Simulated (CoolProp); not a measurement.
Vapour-liquid equilibrium of n-hexane (1) + n-decane (2) at 0.176 MPa; x and y are mole fractions of (1).

Computed with CoolProp (multi-fluid Helmholtz-energy mixture model, Thol 2019 and Lemmon 2006; pair parameters Kunz 2012).

```csv
x,"bubble temperature, mixture model (K)","bubble temperature, Raoult's law (K)","y, mixture model","y, Raoult's law"
0.05,457.1,453.0,0.283,0.369
0.125,439.6,433.4,0.563,0.651
0.2,425.2,419.0,0.727,0.789
0.275,413.3,407.9,0.823,0.864
0.35,403.6,399.1,0.882,0.909
0.425,395.4,391.8,0.920,0.937
0.5,388.5,385.8,0.945,0.956
0.575,382.7,380.6,0.962,0.969
0.65,377.6,376.0,0.974,0.979
0.725,373.1,372.0,0.983,0.986
0.8,369.2,368.5,0.989,0.991
0.875,365.7,365.3,0.994,0.995
0.95,362.5,362.4,0.998,0.998
```

The largest gap from Raoult's law is +6.2 K in bubble temperature, at x = 0.2. No azeotrope shows between x = 0.05 and 0.95.

Pair parameters are fitted to limited data, so mixtures are less certain than the pure fluids.
